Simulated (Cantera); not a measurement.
A perfectly stirred reactor is fed with 16.5 % H2, 53.2 % O2, 30.3 % N2, at 610 Pa; it is held at 1425 K, and followed from long to short residence time.

Computed with Cantera and the H2/O2 subset of GRI-Mech 3.0, which has no nitrogen chemistry. Radical loss at walls, strong at low pressure, is not modelled. The temperature is held fixed by assumption; the heat of reaction is taken as removed at once.

x: mole fraction; the columns are a selection and need not sum to one.

```csv
τ (s),x H2,x O2,x H2O,x O,x H2O2,x H
1.3,0.00226,0.477,0.169,0.0131,5.14e-8,0.00436
0.77,…,0.473,0.166,…,5.66e-8,…
0.46,…,0.468,0.161,…,6.09e-8,…
0.27,0.00516,0.462,0.155,0.0312,6.39e-8,0.0160
0.16,0.00634,0.455,0.148,0.0392,6.52e-8,0.0225
0.096,0.00745,0.449,0.142,0.0469,6.52e-8,0.0293
0.057,0.00844,0.443,0.136,0.0537,6.46e-8,0.0358
0.034,0.00930,0.438,0.131,0.0588,6.38e-8,0.0410
0.020,0.0102,0.435,0.127,0.0622,6.35e-8,0.0450
0.012,0.0112,0.434,0.124,0.0638,6.38e-8,0.0476
0.0071,0.0126,0.434,0.121,0.0640,6.49e-8,0.0493
```

**Question.** Some entries are withheld; supply them.

**Answer.** 
- 0.77, x H2: 0.00306
- 0.77, x O: 0.0178
- 0.77, x H: 0.00696
- 0.46, x H2: 0.00402
- 0.46, x O: 0.0238
- 0.46, x H: 0.0107
